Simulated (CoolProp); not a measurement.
Saturation properties of m-xylene.

The numbers come from the reference Helmholtz-energy equation of state, Zhou 2012 in CoolProp.

| T (°C) | p (bar) | enthalpy of vaporisation (kJ/kg) | liquid cp (kJ/(kg K)) | surface tension (mN/m) | liquid conductivity (mW/(m K)) |
|---|---|---|---|---|---|
| 207.35 | 4.716 | 293.0 | 2.401 | 9.68 | 86.5 |
| 212.15 | 5.160 | 289.1 | 2.423 | 9.26 | 85.7 |
| 217.05 | 5.645 | 285.0 | 2.447 | 8.83 | 84.9 |
| 221.85 | 6.153 | 280.8 | 2.471 | 8.41 | 84.1 |
| 226.75 | 6.706 | 276.5 | 2.496 | 7.99 | 83.3 |
| 231.55 | 7.284 | 272.1 | 2.521 | 7.58 | 82.5 |
| 236.45 | 7.912 | 267.4 | 2.547 | 7.16 | 81.8 |
| 241.25 | 8.566 | 262.7 | 2.575 | 6.76 | 81.1 |
| 246.15 | 9.274 | 257.8 | 2.604 | 6.36 | 80.4 |
| 250.95 | 10.01 | 252.7 | 2.634 | 5.97 | 79.7 |
| 255.85 | 10.81 | 247.4 | 2.666 | 5.58 | 79.1 |
| 260.65 | 11.63 | 242.0 | 2.699 | 5.20 | 78.5 |
| 265.55 | 12.52 | 236.2 | 2.736 | 4.81 | 77.9 |

It boils at 139.1 °C under 1 atm.

Thermal conductivity comes from a separate model (Mylona 2014). Surface tension comes from a separate correlation (Mulero 2014).
